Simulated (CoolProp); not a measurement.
R1224YDZ at 293.15 K and 0.575 MPa is throttled through a valve to 0.345 MPa with no heat exchange. Each further row changes one setting.

Model: reference Helmholtz-energy equation of state, Akasaka 2023, in CoolProp.

| case | temperature change (K) | final phase | final density (kg/m³) |
|---|---|---|---|
| as stated | +0.1 | liquid | 1370 |
| outlet pressure 0.103 MPa | -4.7 | two-phase, vapour fraction 0.032 | 180 |
| outlet pressure 0.448 MPa | +0.0 | liquid | 1370 |
